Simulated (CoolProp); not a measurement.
Vapour-liquid equilibrium of m-xylene (1) + n-undecane (2) at 220.45 °C; x and y are mole fractions of (1).

Computed with CoolProp (multi-fluid Helmholtz-energy mixture model, Zhou 2012 and Aleksandrov 2011; pair parameters Bell 2016).

Q: Give the bubble pressure and the first vapour's composition at x = 0.65, 0.75, 0.95. Is there an azeotrope?

A: x = 0.65: 436.4 kPa, y = 0.840; x = 0.75: 481.6 kPa, y = 0.896; x = 0.95: 576.0 kPa, y = 0.983. No azeotrope shows between x = 0.05 and 0.95.

Pair parameters are fitted to limited data, so mixtures are less certain than the pure fluids.
